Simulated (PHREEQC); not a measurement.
A solution holds 0.042 mol ZnSO4, 0.0003 mol KCl and 0.038 mol H2SO4 per kg of water, at 25 °C. Closed to the air; pH follows from the charge balance.

Model: ion-association model, phreeqc.dat, run in PHREEQC.

No solid was allowed to form.

### Question
Estimate the pH, ionic strength.

### Answer
pH 1.47; ionic strength 0.141 mol/kgw.

### Question
In which forms is Zn present?

### Answer
Zn+2 57 %, ZnSO4 35 %, Zn(SO4)2-2 7.1 % of the Zn.
